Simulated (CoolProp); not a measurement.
Saturation properties of isohexane (Tc = 224.6 °C, pc = 3043 kPa, ω = 0.280).

Model: reference Helmholtz-energy equation of state, Lemmon 2006, in CoolProp. It is a short technical equation, of lower accuracy than the large ones.

```tsv
T (°C)	p (kPa)	liquid cp (kJ/(kg K))	vapour Z
-47.55	0.4280	1.925	0.9991
-40.65	0.7295	1.951	0.9987
-33.75	1.199	1.977	0.9981
-26.85	___	2.005	0.9973
-19.95	___	2.033	0.9962
-13.05	4.430	2.063	0.9949
-6.15	6.495	2.093	0.9932
0.75	9.308	2.123	0.9912
7.55	___	2.154	0.9887
14.45	17.90	2.186	0.9858
21.35	24.22	2.218	0.9823
```

Question: Some entries are withheld; supply them.

Answer: 
- -26.85, p (kPa): 1.908
- -19.95, p (kPa): 2.948
- 7.55, p (kPa): 13.00

It boils at 60.2 °C under 1 atm.
